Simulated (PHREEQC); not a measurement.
1 kg of water holding 0.24 mol/kgw KCl and 0.44 mol/kgw NaCl is evaporated at 30 °C; the solids stay in contact with the brine. CO2 from the air is kept out. The run lets Halite, Sylvite precipitate or redissolve, and no other solid.

The series has 28 steps of water left (kg), from 1 to 0.005012.

Equilibrium calculation in PHREEQC: Pitzer model, pitzer.dat.

### Question
Which solids form, in which order, and at which step of the series does each first stand?

### Answer
Sylvite from water left = 0.09502 kg; Halite from water left = 0.07809 kg.
